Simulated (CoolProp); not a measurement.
Vapour-liquid equilibrium of R134a (1) + R124 (2) at 66.7 kPa; x and y are mole fractions of (1).

Values from CoolProp's multi-fluid Helmholtz-energy mixture model, Tillner-Roth 1994 and de Vries 1995; pair parameters Bell 2016.

| x | bubble temperature (°C) | y at the bubble point | dew temperature at overall composition x (°C) | liquid density (mol/L) |
|---|---|---|---|---|
| 0.05 | -22.8 | 0.102 | -22.1 | 11.13 |
| 0.125 | -24.5 | 0.232 | -23.1 | 11.31 |
| 0.2 | -26.0 | 0.342 | -24.1 | 11.49 |
| 0.275 | -27.3 | 0.435 | -25.1 | 11.68 |
| 0.35 | -28.5 | 0.517 | -26.1 | 11.87 |
| 0.425 | -29.5 | 0.588 | -27.1 | 12.07 |
| 0.5 | -30.4 | 0.653 | -28.2 | 12.26 |
| 0.575 | -31.3 | 0.712 | -29.3 | 12.47 |
| 0.65 | -32.0 | 0.766 | -30.4 | 12.68 |
| 0.725 | -32.7 | 0.818 | -31.5 | 12.89 |
| 0.8 | -33.4 | 0.868 | -32.5 | 13.12 |
| 0.875 | -33.9 | 0.917 | -33.5 | 13.35 |
| 0.95 | -34.5 | 0.966 | -34.3 | 13.58 |

No azeotrope shows between x = 0.05 and 0.95.

Pair parameters are fitted to limited data, so mixtures are less certain than the pure fluids.
